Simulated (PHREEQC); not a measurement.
Make-up at 25 °C and 300 atm: 0.21 mol FeSO4, 0.0015 mol CuCl2, 0.00048 mol NaF and 0.014 mol NaCl per kg of water. Closed to the air; pH follows from the charge balance.

All values are PHREEQC results (ion-association model, wateq4f.dat), not measurements.

Precipitation was switched off in this run.

Q: Predict the pH, ionic strength, activity of water.

A: pH 5.64; ionic strength 0.437 mol/kgw; activity of water 0.994.

Q: In which forms is Fe present?

A: Fe+2 50 %, FeSO4 49 % of the Fe.

Under pressure, the constants of complexes without a molar volume in the database are unreliable. Fluoro complexes past AlF4- and FeF3 are missing from the database.
